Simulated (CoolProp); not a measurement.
Vapour-liquid equilibrium of CH2F2 (R32) (1) + R123 (2) at 0.307 MPa; x and y are mole fractions of (1).

Values from CoolProp's multi-fluid Helmholtz-energy mixture model, Tillner-Roth 1997 and Younglove 1994; pair parameters Bell 2016.

| x | bubble temperature, mixture model (°C) | bubble temperature, Raoult's law (°C) | y, mixture model | y, Raoult's law |
|---|---|---|---|---|
| 0.05 | … | 44.4 | 0.437 | 0.449 |
| 0.2 | 9.3 | 15.1 | 0.855 | 0.837 |
| 0.35 | -5.8 | 0.1 | … | 0.931 |
| 0.5 | -13.6 | -9.5 | … | 0.966 |
| 0.65 | … | -16.4 | 0.977 | 0.983 |
| 0.8 | -22.3 | -21.7 | … | 0.993 |
| 0.95 | -25.9 | -25.9 | … | 0.999 |

Fill in the missing entries.


- 0.05, bubble temperature, mixture model (°C): 43.6
- 0.35, y, mixture model: 0.936
- 0.5, y, mixture model: 0.963
- 0.65, bubble temperature, mixture model (°C): -18.5
- 0.8, y, mixture model: 0.987
- 0.95, y, mixture model: 0.996

The largest gap from Raoult's law is -5.9 K in bubble temperature, at x = 0.35. No azeotrope shows between x = 0.05 and 0.95.

The pair parameters rest on a limited set of measurements; away from them the model extrapolates.
